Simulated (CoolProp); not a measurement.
Vapour-liquid equilibrium of benzene (1) + m-xylene (2) at 0.322 bar; x and y are mole fractions of (1).

Values from CoolProp's multi-fluid Helmholtz-energy mixture model, Thol 2012 and Zhou 2012; pair parameters Bell 2016.

```csv
x,bubble temperature (K),y at the bubble point,dew temperature at overall composition x (K),liquid density (mol/L)
0.05,367.5,0.240,372.8,7.621
0.15,357.1,0.531,___,7.933
0.25,___,0.693,367.2,8.239
0.35,343.0,___,364.0,8.547
0.45,___,0.857,360.3,8.864
0.55,333.7,0.902,356.3,9.191
0.65,330.0,0.935,351.5,9.534
0.75,___,0.960,___,9.893
0.85,___,___,338.5,10.27
0.95,321.3,0.994,328.1,10.67
```

Q: Complete the blanks.

A: 
- 0.15, dew temperature at overall composition x (K): 370.1
- 0.25, bubble temperature (K): 349.2
- 0.35, y at the bubble point: 0.791
- 0.45, bubble temperature (K): 338.0
- 0.75, bubble temperature (K): 326.7
- 0.75, dew temperature at overall composition x (K): 345.8
- 0.85, bubble temperature (K): 323.9
- 0.85, y at the bubble point: 0.979

No azeotrope shows between x = 0.05 and 0.95.

Pair parameters are fitted to limited data, so mixtures are less certain than the pure fluids.
